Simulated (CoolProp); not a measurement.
Vapour-liquid equilibrium of R113 (1) + acetone (2) at -16.85 °C; x and y are mole fractions of (1).

Computed with CoolProp (multi-fluid Helmholtz-energy mixture model, Marx 1992 and Lemmon 2006; pair parameters Bell 2016).

**Question.** Give the bubble pressure and the first vapour's composition at x = 0.2, 0.725, 0.95. Is there an azeotrope?

**Answer.** x = 0.2: 0.005894 MPa, y = 0.493; x = 0.725: 0.007027 MPa, y = 0.719; x = 0.95: 0.006571 MPa, y = 0.904. y crosses x between x = 0.65 and 0.725: the model has an azeotrope there.

The pair parameters rest on a limited set of measurements; away from them the model extrapolates.
